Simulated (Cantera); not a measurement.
## Thermodynamics of nitride etching, feed Si3N4 + H2 + N2 + HCl

Input: 1 mol Si3N4, 13 mol H2, 0.93 mol N2, a varied amount of HCl, at 160 Pa.

Equilibrium computed with Cantera from the NASA thermochemical tables; the gas is ideal and each condensed phase is pure. Candidate condensed phases: NH4Cl, Si, Si3N4; 28 gas species. The tables' values for SiCl3 are old estimates. The numbers say what is thermodynamically allowed, not how fast it happens.

### Question
Map the stable condensed phases over T = 1100, 1175, 1250, 1325, 1400, 1475, 1550, 1625, 1700, 1775, 1850, 1925 K and n(HCl) in mol = 4.8, 15, 25, 36, 46, 56, 67.

### Answer
```
T in K \ n(HCl) in mol
         4.8  15  25  36  46  56  67
   1925    A   B   B   B   B   B   B
   1850    A   B   B   B   B   B   B
   1775    A   B   B   B   B   B   B
   1700    A   B   B   B   B   B   B
   1625    A   B   B   B   B   B   B
   1550    C   B   B   B   B   B   B
   1475    C   B   B   B   B   B   B
   1400    C   C   B   B   B   B   B
   1325    C   C   B   B   B   B   B
   1250    C   C   C   B   B   B   B
   1175    C   C   C   B   B   B   B
   1100    C   C   C   B   B   B   B
```
A: Si; B: gas only; C: Si3N4.
